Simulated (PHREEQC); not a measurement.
Solution (25 °C): 40 mmol/kgw FeSO4, 0.22 mmol/kgw ZnCl2, 0.28 mmol/kgw NaH2PO4 and 1.7 mmol/kgw NaCl. Closed to the air; pH follows from the charge balance.

All values are PHREEQC results (ion-association model, wateq4f.dat), not measurements.

| quantity | before | after |
|---|---|---|
| pH | 5.21 | 5.21 |
| ionic strength (mol/kgw) | 0.0999 | 0.0979 |
| SO4-2 (mol/kgw) | 0.0244 | 0.0243 |
| Fe+2 (mol/kgw) | 0.0243 | 0.0243 |
| FeSO4 (mol/kgw) | 0.0154 | 0.0155 |
| Na+ (mol/kgw) | 0.00189 | 0.000268 |
| SI of Melanterite (FeSO4:7H2O) | -1.85 | -1.84 |
| SI of Goslarite (ZnSO4:7H2O) | -4.44 | -4.44 |

**Question.** What was changed between the two runs?
A. temperature from 25 to 20 °C
B. NaCl left out
C. NaH2PO4 replaced by NaF at the same molality
D. FeSO4 from 0.04 to 0.008 mol/kgw
E. NaH2PO4 from 0.00028 to 0.000252 mol/kgw

**Answer.** B, NaCl left out

Precipitation was switched off in this run. Some of these states are supersaturated (in Vivianite, for instance). H3PO4, which wateq4f.dat lacks, is added to it with the constant of phreeqc.dat. The database has no phosphate complexes of Zn.
